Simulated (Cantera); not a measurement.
Cantera run, input and output.

```python
import numpy as np
import cantera as ct

gas = ct.Solution("gri30.yaml")
gas.TPX = 750, 101325, {'CH4': 1, 'C2H6': 0.24, 'O2': 2.58, 'N2': 9.71}
inlet = ct.Reservoir(gas, clone=True)
gas.equilibrate("HP")  # start burning
reactor = ct.IdealGasConstPressureReactor(gas, energy="on", clone=False)
exhaust = ct.Reservoir(gas, clone=True)
tau = [0.02, 0.0094, 0.0043, 0.002, 0.00093, 0.00043, 0.0002, 9.1e-05, 4.2e-05, 2e-05, 9e-06][0]
for a, b in ((inlet, reactor), (reactor, exhaust)):
    ct.MassFlowController(a, b, mdot=lambda t: reactor.mass / tau)
net = ct.ReactorNet([reactor])
show = ['CH4', 'C2H6', 'O2', 'C2H2', 'N2O', 'C2H', 'H2O']

rows = []
print(f"{'tau/s':>10s}{'T/K':>9s}" + "".join(f"{s:>11s}" for s in show))
for tau in [0.02, 0.0094, 0.0043, 0.002, 0.00093, 0.00043, 0.0002, 9.1e-05, 4.2e-05, 2e-05, 9e-06]:
    net.initial_time = 0.0
    net.advance(30 * tau)
    before = gas.X
    net.advance(40 * tau)
    drift = np.max(np.abs(gas.X - before) / (gas.X + 1e-9))
    rows.append([gas.T, *gas[show].X, drift])
    print(f"{tau:10.3e}{gas.T:9.1f}" + "".join(f"{x:11.3e}" for x in gas[show].X))
```

Output:

```
     tau/s      T/K        CH4       C2H6         O2       C2H2        N2O        C2H        H2O
 2.000e-02   2431.3  4.991e-06  1.300e-07  4.822e-03  4.985e-07  1.340e-07  6.264e-09  1.731e-01
 9.400e-03   2410.5  9.089e-06  2.735e-07  5.799e-03  8.701e-07  1.274e-07  1.176e-08  1.715e-01
 4.300e-03   2377.3  1.637e-05  5.870e-07  7.250e-03  1.433e-06  1.161e-07  2.101e-08  1.689e-01
 2.000e-03   2333.6  2.900e-05  1.227e-06  9.066e-03  2.188e-06  1.035e-07  3.420e-08  1.656e-01
 9.300e-04   2281.5  5.259e-05  2.542e-06  1.117e-02  3.237e-06  9.270e-08  5.234e-08  1.617e-01
 4.300e-04   2225.4  1.003e-04  5.317e-06  1.351e-02  4.914e-06  8.492e-08  7.888e-08  1.578e-01
 2.000e-04   2169.9  2.026e-04  1.135e-05  1.624e-02  8.152e-06  7.951e-08  1.240e-07  1.543e-01
 9.100e-05   2112.4  4.615e-04  2.660e-05  2.034e-02  1.677e-05  7.461e-08  2.243e-07  1.513e-01
 4.200e-05   2034.1  1.331e-03  7.734e-05  2.928e-02  5.520e-05  6.556e-08  5.132e-07  1.479e-01
 2.000e-05    750.0  7.391e-02  1.774e-02  1.907e-01  1.280e-17  9.920e-22  6.244e-39  2.718e-15
 9.000e-06    750.0  7.391e-02  1.774e-02  1.907e-01 -3.269e-21 -2.151e-25 -8.140e-42 -2.380e-19
```

Cantera simulation using GRI-Mech 3.0 (53 species, 325 reactions); the numbers are that mechanism's predictions, not measurements.
